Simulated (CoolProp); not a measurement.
Vapour-liquid equilibrium of ethanol (1) + n-decane (2) at 458.1 K; x and y are mole fractions of (1).

Values from CoolProp's multi-fluid Helmholtz-energy mixture model, Schroeder 2014 and Lemmon 2006; pair parameters Bell 2016.

```csv
x,"bubble pressure, mixture model (bar)","bubble pressure, Raoult's law (bar)","y, mixture model","y, Raoult's law"
0.05,4.097,2.358,0.661,0.467
0.125,7.271,3.909,0.801,0.704
0.2,9.527,5.459,0.844,0.806
0.275,11.15,7.010,0.866,0.863
0.35,12.37,8.561,0.879,0.899
0.425,13.35,10.11,0.890,0.925
0.5,14.24,11.66,0.899,0.943
0.575,15.11,13.21,0.908,0.957
0.65,16.04,14.76,0.918,0.969
0.725,17.07,16.31,0.931,0.978
0.8,18.23,17.87,0.946,0.985
0.875,19.53,19.42,0.964,0.991
0.95,20.97,20.97,0.985,0.997
```

The largest gap from Raoult's law is +86.0 % in bubble pressure, at x = 0.125. No azeotrope shows between x = 0.05 and 0.95.

The pair parameters rest on a limited set of measurements; away from them the model extrapolates. With so large a gap from Raoult's law the liquid may split in two, which this calculation doesn't test in full.
